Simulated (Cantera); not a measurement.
An adiabatic, constant-volume homogeneous reactor starts with 3.55 % CH4, 0.298 % CO, 17.7 % O2, 66.4 % N2, 12.1 % H2O, equivalence ratio 0.41, at 1375 K and 72000 Pa.

Cantera simulation using GRI-Mech 3.0 (53 species, 325 reactions); the numbers are that mechanism's predictions, not measurements.

Problem. Predict: time of steepest temperature rise; temperature at 6.00 s; equilibrium temperature; x(CO) at 6.00 s; x(O2) at 6.00 s; x(H2O2) at 6.00 s; x(OH) at 6.00 s.

Solution. 
```json
{
 "time_of_steepest_temperature_rise": "4.86 ms",
 "temperature at 6.00 s": "2239 K",
 "equilibrium_temperature": "2239 K",
 "x(CO) at 6.00 s": "0.000871 (gas-phase equilibrium 0.000871)",
 "x(O2) at 6.00 s": "0.0986 (gas-phase equilibrium 0.0986)",
 "x(H2O2) at 6.00 s": "2.41e-7 (gas-phase equilibrium 2.41e-7)",
 "x(OH) at 6.00 s": "0.00635 (gas-phase equilibrium 0.00635)"
}
```
